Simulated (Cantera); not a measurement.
An isothermal plug-flow reactor at 1200 K and 1.01 bar (inlet), inlet velocity 4.3 m/s, active area per volume 2400 1/m; feed CH4 : O2 : N2 : H2O = 0.0076 : 0.13 : 0.79 : 0.0062 (molar parts), equivalence ratio 0.12.

Computed with Cantera and Deutschmann's 1995 Pt surface mechanism with GRI-Mech 3.0 gas chemistry. Catalytic surfaces can have several steady states; this one follows from the mechanism file's or the stated starting coverage. Mass transfer to the wall is taken as infinitely fast.

**Question.** What does this change do: pressure from 1.01 bar to 2.60 bar?

**Answer.** 
| quantity | before | after |
|---|---|---|
| x(CH4) at z = 0.015 m | 0.000291 | 0.000828 |
| x(O2) at z = 0.015 m | 0.124 | 0.125 |
| x(H2O) at z = 0.015 m | 0.0221 | 0.0209 |
| x(CO2) at z = 0.015 m | 0.00770 | 0.00705 |
| x(CO) at z = 0.015 m | 4.79e-7 | 1.48e-6 |
| θ(free Pt) at the exit | 0.402 | 0.337 |
| θ(O*) at the exit | 0.596 | 0.660 |
| θ(OH*) at the exit | 0.00183 | 0.00275 |

**Question.** What does this change do: temperature 1200 to 873 K?

**Answer.** 
| quantity | before | after |
|---|---|---|
| x(CH4) at z = 0.015 m | 0.000291 | 0.00772 |
| x(O2) at z = 0.015 m | 0.124 | 0.138 |
| x(H2O) at z = 0.015 m | 0.0221 | 0.00747 |
| x(CO2) at z = 0.015 m | 0.00770 | 0.000416 |
| x(CO) at z = 0.015 m | 4.79e-7 | 1.73e-6 |
| θ(free Pt) at the exit | 0.402 | 0.0717 |
| θ(O*) at the exit | 0.596 | 0.927 |
| θ(OH*) at the exit | 0.00183 | 0.00168 |
